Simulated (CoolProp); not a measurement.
Values from CoolProp's reference Helmholtz-energy equation of state, Thol 2015.

Problem. For octamethylcyclotetrasiloxane (D4), give the phase and the density (kg/m³), cp (kJ/(kg K)), speed of sound (m/s), fugacity coefficient at 434.1 K and 0.424 MPa; 462.7 K and 0.424 MPa; 477 K and 0.424 MPa.

Solution. 
- 434.1 K and 0.424 MPa: liquid; density 787, cp 1.96, speed of sound 508, fugacity coefficient 0.158
- 462.7 K and 0.424 MPa: liquid; density 747, cp 2.03, speed of sound 430, fugacity coefficient 0.314
- 477 K and 0.424 MPa: liquid; density 726, cp 2.07, speed of sound 390, fugacity coefficient 0.422
